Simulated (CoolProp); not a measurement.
Saturated liquid density (kg/m³) of R114: the reference equation beside estimates from Tc = 420.6 K, pc = 3.352 MPa, ω = 0.252. Rackett uses Z = 0.29056 − 0.08775 ω.

Computed with CoolProp (reference Helmholtz-energy equation of state, Platzer 1990). This equation is an older, rougher fit; its heat capacities, sound speeds and derivatives of the liquid may be far off and weren't checked against measurements.

```
T (K)  reference  Rackett  Peng-Robinson
-----  ---------  -------  -------------
333.3       1338     1413           1436
337.5       1323     1396           1415
341.6       1307     1380           1395
345.8       1291     1363              …
349.9       1275     1345           1350
354.1       1258     1327           1326
358.3          …     1308              …
362.4       1222     1289           1276
366.6       1202     1269           1249
370.8       1182     1248           1220
```

Fill in the missing entries.


- 345.8, Peng-Robinson: 1372
- 358.3, reference: 1240
- 358.3, Peng-Robinson: 1301

Absolute difference from the reference over all 10 rows, mean and median: Rackett 5.5 and 5.5 %, Peng-Robinson 5.5 and 5.6 %.
